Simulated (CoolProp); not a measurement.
A closed Brayton cycle with nitrogen: compressor inlet 307.15 K and 5.1 MPa, high pressure 14.9 MPa, turbine inlet 645 K, compressor efficiency 0.8, turbine efficiency 0.85, recuperator effectiveness 0.95 (on enthalpy, no pinch check). Each further row changes one setting.

The numbers come from the reference Helmholtz-energy equation of state, Span 2000 in CoolProp.

```tsv
case	thermal efficiency (%)	net work (kJ/kg)	compressor to turbine work	compressor exit (K)	turbine exit (K)
as stated	5.8	9.46	0.94	446.1	502.8
turbine inlet 595 K	-2.0	[?]	[?]	446.1	[?]
compressor inlet 317.15 K	[?]	4.35	0.97	[?]	502.8
high pressure 12.7 MPa	9.7	[?]	[?]	[?]	521.7
recuperator effectiveness 0.5	4.9	9.46	0.94	446.1	502.8
```

Task: Complete the blanks.

Result: 
- turbine inlet 595 K, net work (kJ/kg): -2.95
- turbine inlet 595 K, compressor to turbine work: 1.0
- turbine inlet 595 K, turbine exit (K): 462.6
- compressor inlet 317.15 K, thermal efficiency (%): 2.7
- compressor inlet 317.15 K, compressor exit (K): 460.5
- high pressure 12.7 MPa, net work (kJ/kg): 14.2
- high pressure 12.7 MPa, compressor to turbine work: 0.90
- high pressure 12.7 MPa, compressor exit (K): 422.6
